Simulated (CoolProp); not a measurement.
Values from CoolProp's reference Helmholtz-energy equation of state, Thol 2021.

Task: For chlorine, give the phase and the density (kg/m³), cp (kJ/(kg K)), speed of sound (m/s) at 332.5 K and 6460 kPa; 356 K and 6460 kPa.

Result: 
- 332.5 K and 6460 kPa: liquid; density 1300, cp 1.03, speed of sound 710
- 356 K and 6460 kPa: liquid; density 1210, cp 1.10, speed of sound 600
